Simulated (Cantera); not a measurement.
Charge: 1 mol B2O3, 1.5 mol N2, 11 mol H2, 1.3 mol NH3, held at 13.3 mbar.

Cantera equilibrium calculation (NASA polynomials, part measured and part estimated; ideal gas, pure solids and liquids). Candidate condensed phases: B, BN, B2O3, B3O3H3, H2O; 39 gas species. Mutual solubility and eutectic melting of coexisting phases are not modelled. Rates play no part.

Q: What share of the B ends up in condensed phases as a function of T (K), at 925, 1000, 1075, 1150, 1225, 1300, 1375, 1450?

A: 
```tsv
T (K)	B condensed (%)	as
925	100.0	BN(s) + B2O3(l)
1000	100.0	BN(s) + B2O3(l)
1075	100.0	BN(s) + B2O3(l)
1150	99.9	BN(s) + B2O3(l)
1225	99.7	BN(s) + B2O3(l)
1300	99.3	BN(s) + B2O3(l)
1375	98.1	BN(s) + B2O3(l)
1450	95.0	BN(s) + B2O3(l)
```
